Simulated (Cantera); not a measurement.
An adiabatic, constant-pressure homogeneous reactor starts with CH4 : C2H6 : O2 : N2 : CO2 = 1 : 0.053 : 1.82 : 17.1 : 2.4 (molar parts), equivalence ratio 1.2, at 1775 K and 4.93 atm. Integrator tolerance rtol = 1e-08.

Detailed kinetics in Cantera: GRI-Mech 3.0 (53 species, 325 reactions).

| quantity | before | after |
|---|---|---|
| time of steepest temperature rise | 43.0 µs | 46.5 ms |
| temperature at 0.400 s | 2447 K | 1819 K |
| equilibrium temperature | 2447 K | 1819 K |
| x(CH4) at 0.400 s | <1e-12 (gas-phase equilibrium <1e-12) | <1e-12 (gas-phase equilibrium <1e-12) |
| x(C2H6) at 0.400 s | <1e-12 (gas-phase equilibrium <1e-12) | <1e-12 (gas-phase equilibrium <1e-12) |
| x(O2) at 0.400 s | 0.00185 (gas-phase equilibrium 0.00185) | 2.75e-7 (gas-phase equilibrium 2.75e-7) |
| x(CH3) at 0.400 s | <1e-12 (gas-phase equilibrium <1e-12) | <1e-12 (gas-phase equilibrium <1e-12) |
| x(HCN) at 0.400 s | 9.74e-10 (gas-phase equilibrium 9.74e-10) | 1.09e-9 (gas-phase equilibrium 1.04e-9) |

**Question.** What was changed between the two runs?
(A) N2 17.1 to 6.5 parts
(B) pressure from 4.93 atm to 18.8 atm
(C) N2 17.1 to 5.9 parts
(D) initial temperature 1775 to 1050 K

**Answer.** D, initial temperature 1775 to 1050 K
